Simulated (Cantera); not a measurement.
Charge: 1 mol Al(CH3)3, a varied amount of N2, at 2223 K and 0.100 bar.

Cantera equilibrium calculation (NASA polynomials, part measured and part estimated; ideal gas, pure solids and liquids). Candidate condensed phases: Al, AlN, C, C6H6, C7H8, C8H18; 97 gas species. The feed counts by its element totals alone. The numbers say what is thermodynamically allowed, not how fast it happens.

log p: log10 of the partial pressure in bar; n: condensed amount in mol.

| n(N2) (mol) | log p N2 | log p H2 | log p Al | log p H | log p HCN | n AlN(s) | n C(graphite) |
|---|---|---|---|---|---|---|---|
| 2.5 | -1.52 | -1.21 | -2.28 | -2.80 | -2.86 | 0.606 | 2.87 |
| 3.6 | -1.41 | -1.28 | -2.34 | -2.83 | -2.83 | 0.603 | 2.84 |
| 5.1 | -1.32 | -1.35 | -2.38 | -2.87 | -2.82 | 0.577 | 2.82 |
| 7.3 | (withheld) | (withheld) | -2.42 | -2.92 | -2.83 | (withheld) | 2.78 |
| 10 | -1.19 | -1.54 | -2.44 | -2.96 | -2.85 | 0.448 | 2.75 |
| 15 | -1.14 | (withheld) | -2.47 | (withheld) | -2.90 | (withheld) | 2.70 |
| 21 | -1.10 | -1.80 | -2.49 | -3.09 | -2.94 | 0.118 | 2.65 |
| 30 | -1.08 | -1.93 | -2.56 | -3.16 | -2.99 | 0 | 2.58 |
| 43 | -1.06 | -2.07 | -2.69 | -3.23 | -3.05 | 0 | 2.51 |
| 62 | -1.04 | -2.22 | -2.84 | -3.31 | -3.12 | 0 | 2.42 |

Task: Complete the blanks.

Result: 
- 15, log p H2: -1.68
- 15, log p H: -3.03
- 15, n AlN(s): 0.301
- 7.3, log p N2: -1.24
- 7.3, log p H2: -1.45
- 7.3, n AlN(s): 0.523
